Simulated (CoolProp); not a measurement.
Vapour-liquid equilibrium of ethylbenzene (1) + n-nonane (2) at 344 kPa; x and y are mole fractions of (1).

Values from CoolProp's multi-fluid Helmholtz-energy mixture model, Zhou 2012 and Lemmon 2006; pair parameters Bell 2016.

```tsv
x	bubble temperature (°C)	y at the bubble point	dew temperature at overall composition x (°C)	liquid density (mol/L)
0.05	202.6	0.069	203.0	4.419
0.15	200.3	0.200	201.2	4.593
0.25	198.1	0.319	199.4	4.778
0.35	196.2	0.427	197.6	4.974
0.45	194.4	0.526	195.7	5.183
0.55	192.9	0.617	194.0	5.406
0.65	191.6	0.704	192.4	5.645
0.75	190.4	0.787	190.9	5.902
0.85	189.5	0.870	189.7	6.181
0.95	188.8	0.955	188.8	6.482
```

No azeotrope shows between x = 0.05 and 0.95.

The pair parameters rest on a limited set of measurements; away from them the model extrapolates.
